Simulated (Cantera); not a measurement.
**Thermodynamics of carbothermic reduction, feed Cu₂O + CO + H₂ + CH₄**

Input: 1 mol Cu₂O, 5.1 mol CO, 0.12 mol H₂, 1.7 mol CH₄, at 0.100 bar.

Equilibrium computed with Cantera from the NASA thermochemical tables; the gas is ideal and each condensed phase is pure. Candidate condensed phases: C, C₆H₆, C₇H₈, C₈H₁₈, Cu, CuO, Cu(OH)₂, Cu₂O, H₂O; 113 gas species. The numbers say what is thermodynamically allowed, not how fast it happens.

```json
[
 {"T (K)": "1423", "log p CO": "-1.20", "log p H₂": "-1.44", "log p Cu": "-5.68", "log p H": "-5.90", "n C(graphite)": "0.701", "n Cu(l)": "2.00"},
 {"T (K)": "1523", "log p CO": "-1.20", "log p H₂": "-1.44", "log p Cu": "-4.92", "log p H": "-5.35", "n C(graphite)": "0.700", "n Cu(l)": "2.00"},
 {"T (K)": "1623", "log p CO": "-1.20", "log p H₂": "-1.44", "log p Cu": "-4.26", "log p H": "-4.88", "n C(graphite)": "0.700", "n Cu(l)": "1.99"},
 {"T (K)": "1723", "log p CO": "-1.20", "log p H₂": "-1.44", "log p Cu": "-3.67", "log p H": "-4.46", "n C(graphite)": "0.699", "n Cu(l)": "1.98"},
 {"T (K)": "1823", "log p CO": "-1.20", "log p H₂": "-1.44", "log p Cu": "-3.15", "log p H": "-4.08", "n C(graphite)": "0.698", "n Cu(l)": "1.93"},
 {"T (K)": "1923", "log p CO": "-1.21", "log p H₂": "-1.45", "log p Cu": "-2.69", "log p H": "-3.75", "n C(graphite)": "0.697", "n Cu(l)": "1.80"},
 {"T (K)": "2023", "log p CO": "-1.22", "log p H₂": "-1.46", "log p Cu": "-2.27", "log p H": "-3.45", "n C(graphite)": "0.694", "n Cu(l)": "1.45"},
 {"T (K)": "2123", "log p CO": "-1.26", "log p H₂": "-1.50", "log p Cu": "-1.90", "log p H": "-3.20", "n C(graphite)": "0.688", "n Cu(l)": "0.588"},
 {"T (K)": "2223", "log p CO": "-1.28", "log p H₂": "-1.53", "log p Cu": "-1.77", "log p H": "-2.96", "n C(graphite)": "0.680", "n Cu(l)": "0"},
 {"T (K)": "2323", "log p CO": "-1.28", "log p H₂": "-1.54", "log p Cu": "-1.77", "log p H": "-2.73", "n C(graphite)": "0.667", "n Cu(l)": "0"},
 {"T (K)": "2423", "log p CO": "-1.29", "log p H₂": "-1.55", "log p Cu": "-1.77", "log p H": "-2.53", "n C(graphite)": "0.648", "n Cu(l)": "0"}
]
```
log p: log10 of the partial pressure in bar; n: condensed amount in mol.

From 1423 K to 2123 K the condensed part is C(graphite) + Cu(l). From 2223 K to 2423 K the condensed part is C(graphite). The main Cu-bearing gas is Cu throughout.
